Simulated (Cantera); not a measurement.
A closed system holds: 1 mol Al, 0.75 mol HCl, 13 mol N₂, 4.1 mol N₂O, held at 0.0100 bar.

These are equilibrium values from Cantera (NASA tables, ideal gas, pure condensed phases), not measurements of a reactor. Candidate condensed phases: Al, AlCl₃, AlN, Al₂O₃, H₂O, NH₄Cl; 45 gas species. Rates play no part. All values below are at 1725 K.

Base state: N₂ 0.889, O₂ 0.0631, HCl 0.0252, Cl 0.0137, H₂O 0.00676, NO 0.00186, OH 0.000262, O 0.000146 (mole fractions); condensed: Al₂O₃(s).

Question: What changes in the equilibrium state with this change: 0.59 mol H₂ added?

Answer: 
```json
[
 {"species": "N₂", "before": "0.889", "after": "0.877"},
 {"species": "O₂", "before": "0.0631", "after": "0.0488"},
 {"species": "H₂O", "before": "0.00676", "after": "0.0336"},
 {"species": "Cl", "before": "0.0137", "after": "0.00717"},
 {"species": "HCl", "before": "0.0252", "after": "0.0313"},
 {"species": "H₂", "before": "6.99e-6", "after": "3.95e-5"},
 {"species": "Cl₂", "before": "3.93e-5", "after": "1.07e-5"},
 {"species": "H", "before": "4.91e-6", "after": "1.17e-5"},
 {"species": "OH", "before": "0.000262", "after": "0.000546"},
 {"species": "NO", "before": "0.00186", "after": "0.00162"},
 {"species": "Al₂O₃(s), mol", "before": "0.500", "after": "0.500"}
]
```
